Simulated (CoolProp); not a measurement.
Carbon dioxide at 293.15 K and 8.34 MPa flows at 6.1 m/s in a round tube of 25 mm bore and 15 µm roughness, fully developed (64/Re and Nu = 3.66 if laminar; Colebrook and Gnielinski if turbulent). Each further row changes one setting.

Computed with CoolProp (reference Helmholtz-energy equation of state, Span 1996).

```
case               Reynolds number  Darcy friction factor  pressure drop (Pa/m)  heat-transfer coefficient (W/(m² K))  mass flow (kg/h)
-----------------  ---------------  ---------------------  --------------------  ------------------------------------  ----------------
as stated                  1630000                 0.0177                 11000                                 22000              8980
velocity 12.2 m/s          3270000                 0.0175                 43500                                 43600             18000
diameter 50 mm             3270000                 0.0152                  4710                                 19300             35900
```

Viscosity comes from a separate model (Laesecke 2017). Thermal conductivity comes from a separate model (Huber 2016).
